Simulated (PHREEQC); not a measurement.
1 kg of water holding 0.29 mol NaCl, 0.011 mol MgCl2 and 0.017 mol LiCl is evaporated at 25 °C; the solids stay in contact with the brine. The system is closed to CO2. Solids allowed: Bischofite, Brucite, Halite, MgCl2_4H2O. Others were left out.

The numbers come from PHREEQC with the Pitzer model, pitzer.dat.

### Question
Predict ionic strength at water left (kg) = 0.375, 0.01979, 0.01627.

### Answer
```
water left (kg)  ionic strength
---------------  --------------
0.375                     0.907
0.01979                    6.80
0.01627                    6.97
```

Species that the database lacks are ignored.
